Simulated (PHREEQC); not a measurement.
Dissolve 0.22 mol/kgw LiCl, 0.075 mol/kgw Na2SO4 and 0.13 mol/kgw MgCl2 at 20 °C. Closed to the air; pH follows from the charge balance.

Equilibrium calculation in PHREEQC: Pitzer model, pitzer.dat.

- ionic strength = 0.835 mol/kgw
- activity of water = 0.983
- density = 1.023 g/cm³
- osmotic coefficient = 0.888

| species | molality | activity | log γ |
|---|---|---|---|
| Cl- | 0.480 | 0.295 | -0.212 |
| Li+ | 0.220 | 0.178 | -0.093 |
| Na+ | 0.150 | 0.109 | -0.138 |
| Mg+2 | 0.130 | 0.0316 | -0.615 |
| SO4-2 | 0.0750 | 0.00585 | -1.108 |
| MgOH+ | 2.24e-7 | 2.00e-7 | -0.048 |
| H+ | 1.94e-7 | 1.54e-7 | -0.100 |
| HSO4- | 1.32e-7 | 7.49e-8 | -0.246 |

This is a speciation only: nothing precipitates in the calculation.
